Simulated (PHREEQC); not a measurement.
## Nickel, zinc or cadmium bath: an equilibrium model

Solution (20 °C): 0.026 mol/kgw ZnCl2, 0.0011 mol/kgw H3BO3 and 0.00011 mol/kgw FeSO4. Closed to the air; pH follows from the charge balance.

Computed with PHREEQC (ion-association model, phreeqc.dat).

Each row changes one thing in this solution. This is a speciation only: nothing precipitates in the calculation.

| case | pH | ionic strength (mol/kgw) | Zn+2 (mol/kgw) | ZnCl+ (mol/kgw) | Fe+2 (mol/kgw) | SO4-2 (mol/kgw) | SI of Melanterite (FeSO4:7H2O) |
|---|---|---|---|---|---|---|---|
| as made | 5.35 | 0.0759 | 0.0248 | 0.00112 | 0.000107 | 5.69e-5 | -6.70 |
| H3BO3 from 0.0011 to 0.0055 mol/kgw | 5.33 | 0.0759 | 0.0248 | 0.00112 | 0.000107 | 5.69e-5 | -6.70 |
| 0.026 mol/kgw K2SO4 added | 5.55 | 0.119 | 0.0171 | ? | 8.13e-5 | ? | -4.51 |
| temperature from 20 to 25 °C | 5.32 | 0.0753 | 0.0245 | 0.00137 | 0.000107 | 5.63e-5 | -6.77 |
| temperature from 20 to 75 °C | 4.81 | 0.0651 | 0.0195 | 0.00620 | 0.000107 | ? | -7.24 |
| diluted 100-fold with water | ? | 0.000783 | 0.000259 | 2.56e-7 | 1.10e-6 | 1.05e-6 | -9.77 |
| H3BO3 left out | 5.36 | 0.0759 | 0.0248 | 0.00112 | 0.000107 | 5.69e-5 | -6.70 |
| 0.026 mol/kgw NaCl added | 5.33 | 0.101 | 0.0244 | 0.00151 | 0.000106 | 6.08e-5 | -6.75 |

Q: Some entries are withheld; supply them.

A: 
- 0.026 mol/kgw K2SO4 added, ZnCl+ (mol/kgw): 0.000673
- 0.026 mol/kgw K2SO4 added, SO4-2 (mol/kgw): 0.0152
- temperature from 20 to 75 °C, SO4-2 (mol/kgw): 5.54e-5
- diluted 100-fold with water, pH: 6.35

At this temperature some constants are extrapolated from 25 °C, and those without enthalpy data are left unchanged.
